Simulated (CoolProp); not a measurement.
R152A at 293.15 K and 1.29 MPa flows at 15 m/s in a round tube of 25 mm bore and 15 µm roughness, fully developed (64/Re and Nu = 3.66 if laminar; Colebrook and Gnielinski if turbulent). Each further row changes one setting.

Computed with CoolProp (reference Helmholtz-energy equation of state, Outcalt 1996). It is a modified Benedict-Webb-Rubin equation, recast in Helmholtz form.

```json
[
 {"case": "as stated", "Reynolds number": "1980000", "Darcy friction factor": "0.0176", "pressure drop (Pa/m)": "72600", "heat-transfer coefficient (W/(m² K))": "32800", "mass flow (kg/h)": "24200"},
 {"case": "velocity 30 m/s", "Reynolds number": "3960000", "Darcy friction factor": "0.0175", "pressure drop (Pa/m)": "288000", "heat-transfer coefficient (W/(m² K))": "65300", "mass flow (kg/h)": "48500"},
 {"case": "diameter 50 mm", "Reynolds number": "3960000", "Darcy friction factor": "0.0151", "pressure drop (Pa/m)": "31100", "heat-transfer coefficient (W/(m² K))": "29000", "mass flow (kg/h)": "97000"}
]
```

Viscosity comes from a separate model (Bell 2016), an estimate that may be off by 10 % or more. Thermal conductivity comes from a separate model (Krauss 1996).
